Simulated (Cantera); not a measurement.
Mixture: CH4 : H2 : O2 : N2 = 1 : 0.092 : 1.14 : 4.27 (molar parts), equivalence ratio 1.8, at 0.670 bar, adiabatic and at constant pressure. Ignition delay is the time to a rise of 400 K.

Cantera simulation using GRI-Mech 3.0 (53 species, 325 reactions); the numbers are that mechanism's predictions, not measurements.

Problem. Predict: delay at 1125 K; delay at 1275 K; delay at 1425 K; delay at 1575 K; apparent activation energy between 1500 and 1650 K.

Solution. 
| Item | Result |
|---|---|
| delay at 1125 K | 87.5 ms |
| delay at 1275 K | 14.2 ms |
| delay at 1425 K | 2.72 ms |
| delay at 1575 K | 0.683 ms |
| apparent activation energy between 1500 and 1650 K | 170 kJ/mol |
